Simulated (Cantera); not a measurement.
Feed: 1 mol Si₃N₄, 22 mol H₂, 0.54 mol Cl₂, equilibrated at 23.0 Pa.

These are equilibrium values from Cantera (NASA tables, ideal gas, pure condensed phases), not measurements of a reactor. Candidate condensed phases: NH₄Cl, Si, Si₃N₄; 28 gas species. The tables' values for SiCl, SiN are old estimates; treat these amounts as uncertain. Gases not in the tables: Si₂H₆ and higher silanes. Equilibrium is a limit: real reactors are often held back by kinetics, nucleation or transport. All values below are at 1725 K.

Base state: H₂ 0.864, N₂ 0.0806, HCl 0.0338, H 0.0114, SiCl₂ 0.00455, Si 0.00441, Cl 0.000344, SiCl 0.000335 (mole fractions); condensed: Si(l).

**Question.** What changes in the equilibrium state with this change: pressure from 23.0 Pa to 95.0 Pa?

**Answer.** 
```json
[
 {"species": "H₂", "before": "0.864", "after": "0.873"},
 {"species": "N₂", "before": "0.0806", "after": "0.0812"},
 {"species": "HCl", "before": "0.0338", "after": "0.0342"},
 {"species": "H", "before": "0.0114", "after": "0.00563"},
 {"species": "Si", "before": "0.00441", "after": "0.00107"},
 {"species": "SiCl₂", "before": "0.00455", "after": "0.00463"},
 {"species": "Si₂", "before": "2.10e-5", "after": "5.09e-6"},
 {"species": "Si₂N", "before": "1.86e-5", "after": "9.18e-6"},
 {"species": "SiN", "before": "1.06e-5", "after": "5.24e-6"},
 {"species": "SiH", "before": "8.89e-5", "after": "4.40e-5"},
 {"species": "SiCl", "before": "0.000335", "after": "0.000166"},
 {"species": "Si(l), mol", "before": "2.76", "after": "2.85"}
]
```
The tables' values for SiCl are old estimates; treat these amounts as uncertain.
